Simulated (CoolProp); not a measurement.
A simple Rankine cycle with sulfur dioxide: condensing at 309.15 K, boiler at 2.49 MPa, turbine inlet 382.9 K, turbine efficiency 0.65, pump efficiency 0.8, no recuperator. Each further row changes one setting.

Values from CoolProp's reference Helmholtz-energy equation of state, Gao 2016.

```json
[
 {"case": "as stated", "thermal efficiency (%)": "9.1", "net work (kJ/kg)": "33.5", "heat in (kJ/kg)": "369", "turbine exit temperature (K)": "309.2", "volume ratio over the turbine": "3.98"},
 {"case": "turbine inlet 402.9 K", "thermal efficiency (%)": "9.3", "net work (kJ/kg)": "36.2", "heat in (kJ/kg)": "388", "turbine exit temperature (K)": "318.6", "volume ratio over the turbine": "3.86"},
 {"case": "condensing temperature 301.15 K", "thermal efficiency (%)": "10.2", "net work (kJ/kg)": "38.9", "heat in (kJ/kg)": "380", "turbine exit temperature (K)": "301.2", "volume ratio over the turbine": "5.03"},
 {"case": "boiler pressure 1.74 MPa", "thermal efficiency (%)": "7.3", "net work (kJ/kg)": "27.9", "heat in (kJ/kg)": "382", "turbine exit temperature (K)": "321.2", "volume ratio over the turbine": "2.78"},
 {"case": "turbine efficiency 0.55", "thermal efficiency (%)": "7.6", "net work (kJ/kg)": "28.1", "heat in (kJ/kg)": "369", "turbine exit temperature (K)": "309.2", "volume ratio over the turbine": "4.04"}
]
```

The expansion ends wet for: as stated; condensing temperature 301.15 K; turbine efficiency 0.55.
